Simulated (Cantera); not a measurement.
Feed: 1 mol CH4, 0.091 mol CO2, 0.023 mol H2O, equilibrated at 57.0 mbar.

These are equilibrium values from Cantera (NASA tables, ideal gas, pure condensed phases), not measurements of a reactor. Candidate condensed phases: C, C6H6, C7H8, C8H18, H2O; 131 gas species. Ions and electrons are included (thermal ionisation). Equilibrium is a limit: real reactors are often held back by kinetics, nucleation or transport. All values below are at 3250 K.

Base state: H 0.627, H2 0.217, CO 0.0568, C3 0.0472, C2H2 (acetylene) 0.0216, C2H 0.0149, C 0.00722, C2 0.00556 (mole fractions); condensed: gas only.

What changes in the equilibrium state with this change: CO2 from 0.091 to 0.42 mol?


```csv
species,before,after
H,0.627,0.565
CO,0.0568,0.203
H2,0.217,0.177
C3,0.0472,0.0245
C2H2 (acetylene),0.0216,0.0114
C2H,0.0149,0.00867
C6H2,3.98e-5,8.72e-6
C5,0.00143,0.000477
C4H2,0.000898,0.000305
C4,0.000280,0.000117
C2H2 (vinylidene),0.000116,6.08e-5
```
